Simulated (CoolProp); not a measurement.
Values from CoolProp's reference Helmholtz-energy equation of state, Bücker 2006.

Question: For n-butane, give the phase and the viscosity (µPa s), conductivity (mW/(m K)) at 459.5 K and 0.376 bar; 463.5 K and 1.46 bar; 299.6 K and 22.6 bar.

Answer: 
- 459.5 K and 0.376 bar: gas; viscosity 11.3, conductivity 36.6
- 463.5 K and 1.46 bar: gas; viscosity 11.4, conductivity 37.3
- 299.6 K and 22.6 bar: liquid; viscosity 161, conductivity 106

Viscosity comes from a separate model (Vogel 1999). Thermal conductivity comes from a separate model (Perkins 2002).
